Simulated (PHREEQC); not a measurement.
Nickel, zinc or cadmium bath: an equilibrium model

Consider water at 25 °C with 0.0049 mol/kgw CdSO4, 0.031 mol/kgw KCl and 0.00052 mol/kgw HCl. Closed to the air; pH follows from the charge balance.

Equilibrium calculation in PHREEQC: ion-association model, phreeqc.dat.

This is a speciation only: nothing precipitates in the calculation.

### Question
Predict the pH, ionic strength.

### Answer
pH 3.42; ionic strength 0.0429 mol/kgw.

### Question
In which forms is Cl present?

### Answer
Cl- 91 %, CdCl+ 7.5 %, CdCl2 1.2 % of the Cl.

Species that the database lacks are ignored.
